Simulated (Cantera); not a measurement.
# Premixed flame

A freely propagating, adiabatic, planar premixed flame of 11.3 % CH4, 17.3 % O2, 65.1 % N2, 6.31 % H2O, equivalence ratio 1.3, unburnt at 498 K and 0.128 atm; mixture-averaged transport, grid criteria slope 0.08 and curve 0.16, no radiation.

Model: GRI-Mech 3.0 (53 species, 325 reactions), integrated in Cantera. Burning velocities carry a grid error of a few per cent, more on coarse grids.

```
z (mm)  T (K)  u (m/s)    x CH4     x O2   x H2O    x CH2O      x CO    x C2H6
------  -----  -------  -------  -------  ------  --------  --------  --------
-8.01     498    0.917    0.112    0.173  0.0630   3.61e-8   1.44e-6   1.67e-8
-5.34     500    0.923    0.112    0.172  0.0629   9.67e-7   2.73e-5   5.62e-7
-4.01     508    0.944    0.111    0.171  0.0636   8.79e-6  0.000206   7.01e-6
-2.67     587     1.10    0.104    0.165  0.0713   9.27e-5   0.00231  0.000149
-1.34    1019     1.96   0.0712    0.129   0.114  0.000615    0.0199   0.00158
-0.668   1399     2.73   0.0381   0.0872   0.154  0.000953    0.0420   0.00126
0        1726     3.41   0.0102   0.0429   0.192  0.000601    0.0639  0.000120
0.668    1875     3.71  0.00120   0.0169   0.211  0.000152    0.0692   1.47e-6
1.34     1913     3.77  8.75e-5  0.00715   0.217   1.72e-5    0.0643     <1e-8
2.67     1928     3.79  3.97e-7  0.00297   0.217   1.15e-7    0.0564     <1e-8
5.34     1939     3.80    <1e-8  0.00227   0.215     <1e-8    0.0525     <1e-8
10.7     1953     3.82    <1e-8  0.00198   0.216     <1e-8    0.0520     <1e-8
21.4     1974     3.86    <1e-8  0.00160   0.217     <1e-8    0.0521     <1e-8
```
x: mole fraction of selected species; z is measured from the peak of heat release.

```yaml
laminar_burning_velocity: 91.5 cm/s
thermal_thickness: 2.67 mm
peak x(CH2O): 0.000953
peak x(CO): 0.0694
peak x(C2H6): 0.00176
grid_points: 163
```
